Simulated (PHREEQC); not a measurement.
PHREEQC input (ion-association model, wateq4f.dat):

```
SOLUTION_MASTER_SPECIES
  An  An-  0  An  62.0  # stands for a non-complexing anion
SOLUTION_SPECIES
  An- = An-
    -log_k 0
    -gamma 3.0 0
PHASES
  Fix_H+
    H+ = H+
    -log_k 0
SOLUTION 1
  temp 25
  units mmol/kgw
  pH 7 charge
  As(5) 0.00089
  Na 1.00178
  Cl 0.03966
  Mn(2) 0.019
  Cu(2) 0.00083
  An 1
END
SELECTED_OUTPUT 1
  -reset false
  -pH true
  -pe true
  -ionic_strength true
  -water true
  -totals As Cl Cu Mn Na As(3) As(5) Cu(1) Cu(2) Mn(2)
    Mn(3) Mn(6) Mn(7)
  -molalities Hfo_wOH Hfo_wOH2+ Hfo_wO- Hfo_sOH Hfo_sOH2+ Hfo_sO- Hfo_sOCu+ Hfo_wOCu+ Hfo_sOMn+ Hfo_wOMn+
    Hfo_wH2AsO4 Hfo_wHAsO4- Hfo_wOHAsO4-3
  -saturation_indices Pyrochroite Cu(OH)2 Atacamite Cu3(AsO4)2:6w Mn3(AsO4)2:8H2O Halite
USER_PUNCH 1
  -headings sigma psi
  10 PUNCH EDL("sigma", "Hfo"), EDL("psi", "Hfo")
PRINT
  -reset false
USE solution 1
SURFACE 1
  Hfo_wOH 0.000359551 600 0.16
  Hfo_sOH 8.98876e-06
EQUILIBRIUM_PHASES 1
  Fix_H+ -3 HAn 10
    -force_equality true
END
# ... the last block is repeated for the other 16 points of pH, with NaOH or the acid as the point needs
```

Selected output (columns that matter, 17 of 17 rows; pH added in front):

```
pH	mu	As	Cu	Mn	Na	m_Hfo_wOH	si_Pyrochroite	si_Cu(OH)2	si_Atacamite	si_Cu3(AsO4)2:6w	si_Mn3(AsO4)2:8H2O	si_Halite	sigma	psi
3	0.0022381	2.6683e-13	8.298e-07	1.9e-05	0.0010018	0.00010807	-14.01	-8.8094	-15.103	-34.349	-36.686	-9.0283	0.25499	0.23228
3.5	0.0014786	1.4569e-13	8.2851e-07	1.9e-05	0.0010018	0.00017725	-12.994	-7.7947	-13.57	-32.723	-35.057	-9.0202	0.17704	0.22419
4	0.0012247	1.1579e-13	8.1927e-07	1.9e-05	0.0010018	0.00022253	-11.988	-6.7935	-12.066	-30.881	-33.201	-9.017	0.11986	0.20899
4.5	0.0011334	1.1849e-13	7.5639e-07	1.8999e-05	0.0010018	0.00024912	-10.986	-5.8259	-10.63	-28.948	-31.163	-9.0158	0.079579	0.18995
5	0.0010961	1.5526e-13	4.7658e-07	1.8994e-05	0.0010018	0.00026347	-9.9849	-5.0258	-9.5295	-27.313	-28.926	-9.0153	0.051272	0.16827
5.5	0.0010781	2.6086e-13	1.2041e-07	1.8951e-05	0.0010018	0.00027038	-8.9854	-4.6243	-9.2264	-26.671	-26.49	-9.015	0.031875	0.14438
6	0.0010682	5.5632e-13	1.6903e-08	1.8604e-05	0.0010018	0.00027337	-7.9931	-4.4863	-9.4504	-26.642	-23.899	-9.0149	0.019122	0.11869
6.5	0.0010574	1.4462e-12	2.8097e-09	1.6571e-05	0.0010018	0.0002746	-7.0431	-4.3363	-9.6502	-26.487	-21.343	-9.0147	0.011132	0.092087
7	0.0010488	4.7414e-12	1.3936e-09	1.217e-05	0.0010091	0.00027448	-6.177	-4.0205	-9.5185	-25.815	-19.021	-9.0114	0.0062389	0.06531
7.5	0.0010455	2.1985e-11	1.7975e-09	7.0781e-06	0.0010227	0.00027173	-5.4125	-3.735	-9.4475	-25.203	-16.971	-9.0055	0.0030952	0.038283
8	0.0010421	1.3604e-10	2.1913e-09	1.811e-06	0.0010362	0.00026718	-5.0051	-3.6237	-9.725	-25.093	-15.973	-8.9998	0.00082515	0.011108
8.5	0.0010438	1.1007e-09	2.3364e-09	2.2606e-07	0.0010438	0.00026542	-4.911	-3.5923	-10.162	-25.113	-15.805	-8.9966	-0.001299	-0.017282
9	0.001052	9.6315e-09	2.4252e-09	2.4295e-08	0.0010539	0.00026476	-4.8867	-3.5754	-10.628	-25.156	-15.826	-8.9926	-0.0038779	-0.045978
9.5	0.0010766	7.7013e-08	2.5553e-09	2.6947e-09	0.0010803	0.00026393	-4.863	-3.5526	-11.083	-25.281	-15.948	-8.9822	-0.0077175	-0.074289
10	0.0011519	3.8145e-07	2.8078e-09	3.4106e-10	0.0011585	0.00026225	-4.822	-3.5118	-11.502	-25.786	-16.453	-8.9529	-0.014108	-0.10161
10.5	0.001385	7.4661e-07	3.3224e-09	5.7171e-11	0.001397	0.00025814	-4.7492	-3.4393	-11.858	-27.046	-17.712	-8.8746	-0.025815	-0.12729
11	0.0021213	8.6054e-07	4.6049e-09	1.5378e-11	0.0021447	0.00024673	-4.6086	-3.2994	-12.083	-28.683	-19.347	-8.6965	-0.04963	-0.14971
```

Complexes and solids missing from the database can't appear. The database has no arsenate complexes of Cu, Mn. The database's constant for dissolved Cu(OH)2 is higher than later reviews accept. The oxide is taken as insoluble; below pH 4 it would dissolve.
